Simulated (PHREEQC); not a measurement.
Solution (25 °C): 4.1 mol/kgw NaBr, 1.3 mol/kgw KCl and 0.27 mol/kgw LiCl. Closed to the air; pH follows from the charge balance.

Equilibrium calculation in PHREEQC: Pitzer model, pitzer.dat.

The ionic strength comes out as 5.67 mol/kgw. What activity coefficients do Li+, Na+, Br-, Cl-, K+ get?

Li+ 4.4, Na+ 1.6, Br- 0.74, Cl- 0.61, K+ 0.81. Single-ion values are on the MacInnes scale.

Precipitation was switched off in this run.
